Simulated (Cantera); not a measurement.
What does this Cantera script print?

```python
import numpy as np
import cantera as ct

gas_names = [...]  # 115 gases of nasa_gas.yaml made of C, Ca, H, O
cond_names = """
    C(gr) C6H6(L) C7H8(L) C8H18(L),n-octa Ca(a) Ca(b) Ca(L) CaCO3(caL) CaO(s) CaO(L) CaO2H2(s) H2O(s)
    H2O(L)
""".split()


# ... load() reads the species with a 1 bar reference pressure and builds the phases ...
atoms = {
    'CaCO3': {'Ca': 1, 'C': 1, 'O': 3},
    'CO2': {'C': 1, 'O': 2},
    'H2O': {'H': 2, 'O': 1},
}
top_T = {'C(gr)': 4500}  # K; cautious upper limits of use, not melting points


# ... equilibrate(T, P, feed) seeds the gas with the atoms and calls Mixture.equilibrate('TP', solver="vcs", rtol=1e-11, max_steps=5000) ...
results = []
feed = {'CaCO3': 1, 'CO2': 0.28, 'H2O': 0.035}  # mol
P = 1333.22  # Pa
for T in [948, 1148, 1348, 1548, 1748, 1948, 2148]:
    mix = equilibrate(T, P, feed)
    results.append((T, P, feed, dict(zip(mix.species_names, mix.species_moles))))

top = {s: max(r[3][s] / sum(r[3][g] for g in gas_names) for r in results) for s in gas_names}
cols = sorted((s for s in top if top[s] > 1e-05), key=lambda s: -top[s])[:6]
seen = [c for c in cond_names if any(r[3].get(c, 0) > 1e-12 for r in results)]
print("log10 of partial pressures in bar; condensed amounts in mol")
print(f"{'T/K':>10s}" + "".join(f"{s[:9]:>10s}" for s in cols + seen))
for T, P, feed, n in results:
    ng = sum(n[g] for g in gas_names)
    print(f"{T:10.4g}" + "".join(f"{np.log10(max(n[s] / ng * P / 1e5, 1e-99)):10.3f}" for s in cols)
          + "".join(f"{n.get(c, 0):10.4g}" for c in seen))
```

Output:

```
log10 of partial pressures in bar; condensed amounts in mol
       T/K       CO2        CO        O2       H2O         O        OH    CaO(s)
       948    -1.887    -8.514    -8.796    -3.450   -14.925   -10.659         1
      1148    -1.887    -6.703    -6.996    -3.450   -11.599    -8.649         1
      1348    -1.887    -5.434    -5.732    -3.450    -9.255    -7.235         1
      1548    -1.888    -4.497    -4.798    -3.451    -7.517    -6.187         1
      1748    -1.895    -3.780    -4.085    -3.457    -6.177    -5.382         1
      1948    -1.918    -3.224    -3.533    -3.478    -5.119    -4.755         1
      2148    -1.977    -2.797    -3.117    -3.536    -4.273    -4.274         1
```

Equilibrium computed with Cantera from the NASA thermochemical tables; the gas is ideal and each condensed phase is pure.
